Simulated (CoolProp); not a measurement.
Vapour-liquid equilibrium of CHF3 (R23) (1) + CH2F2 (R32) (2) at 214.6 K; x and y are mole fractions of (1).

Model: multi-fluid Helmholtz-energy mixture model, Penoncello 2003 and Tillner-Roth 1997; pair parameters Bell 2016, in CoolProp.

### Question
Give the bubble pressure and the first vapour's composition at x = 0.05, 0.5, 0.8. Is there an azeotrope?

### Answer
x = 0.05: 0.08364 MPa, y = 0.196; x = 0.5: 0.2022 MPa, y = 0.813; x = 0.8: 0.2798 MPa, y = 0.942. No azeotrope shows between x = 0.05 and 0.95.

Pair parameters are fitted to limited data, so mixtures are less certain than the pure fluids.
